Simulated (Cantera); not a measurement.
A Cantera script and its output.

```python
import numpy as np
import cantera as ct

gas = ct.Solution("gri30.yaml")


def delay(T, t_max=10):
    gas.TPX = T, 540000, {'CH3OH': 1, 'O2': 1.56, 'N2': 15}
    reactor = ct.IdealGasConstPressureReactor(gas, clone=False)
    net = ct.ReactorNet([reactor])
    net.rtol, net.atol = 1e-8, 1e-16
    while net.time < t_max:
        t_old, T_old = net.time, reactor.T
        net.step()
        if reactor.T > T + 400:  # ignition: a rise of 400 K
            return t_old + (T + 400 - T_old) / (reactor.T - T_old) * (net.time - t_old)
    return np.nan


taus = []
for T in [1225, 1300, 1375, 1450, 1525, 1600]:
    taus.append(delay(T))
    print(f"T0 = {T:6g} K   tau = {taus[-1]:.4e} s")
```

Result:

```
T0 =   1225 K   tau = 2.0692e-03 s
T0 =   1300 K   tau = 6.9522e-04 s
T0 =   1375 K   tau = 2.7390e-04 s
T0 =   1450 K   tau = 1.2429e-04 s
T0 =   1525 K   tau = 6.3764e-05 s
T0 =   1600 K   tau = 3.6353e-05 s
```

Computed with Cantera and GRI-Mech 3.0 (53 species, 325 reactions). GRI-Mech 3.0 was tuned for natural gas; its chemistry of methanol as a main component is partial and can be far from experiment.
